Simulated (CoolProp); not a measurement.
R1336mzz(Z) at several states: Z from the reference equation and from simpler models built on Tc = 171.3 °C, pc = 2.904 MPa, ω = 0.386; each cubic takes its own stable root.

Values from CoolProp's reference Helmholtz-energy equation of state, McLinden 2020.

| T (°C) | p (MPa) | phase | reference | van der Waals | Redlich-Kwong | Soave-Redlich-Kwong | Peng-Robinson |
|---|---|---|---|---|---|---|---|
| 121.55 | 0.018 | gas | 0.9966 | 0.9976 | 0.9970 | 0.9968 | 0.9965 |
| 48.35 | 16.5 | liquid | 0.7441 | 1.230 | 0.8823 | 0.8545 | 0.7611 |
| 77.85 | 0.274 | gas | 0.9134 | 0.9487 | 0.9341 | 0.9248 | 0.9205 |
